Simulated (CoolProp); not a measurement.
Vapour-liquid equilibrium of n-pentane (1) + benzene (2) at 0.485 MPa; x and y are mole fractions of (1).

Values from CoolProp's multi-fluid Helmholtz-energy mixture model, Thol 2019 and Thol 2012; pair parameters Bell 2016.

Task: Give the bubble temperature and the first vapour's composition at x = 0.2, 0.35, 0.95. Is there an azeotrope?

Result: x = 0.2: 394.6 K, y = 0.452; x = 0.35: 385.7 K, y = 0.619; x = 0.95: 365.7 K, y = 0.975. No azeotrope shows between x = 0.05 and 0.95.

The pair parameters rest on a limited set of measurements; away from them the model extrapolates.
